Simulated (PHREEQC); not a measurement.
# Buffer (model solution)

Dissolve 0.0048 mol HF and 0.0045 mol NaF per kg of water at 25 °C. Closed to the air; pH follows from the charge balance.

The numbers come from PHREEQC with the ion-association model, phreeqc.dat.

Precipitation was switched off in this run.

Problem. What pH, ionic strength does the model give?

Solution. pH 3.23; ionic strength 0.00512 mol/kgw.

Problem. In which forms is F present?

Solution. F- 54 %, HF 44 %, HF2- 1.7 % of the F.
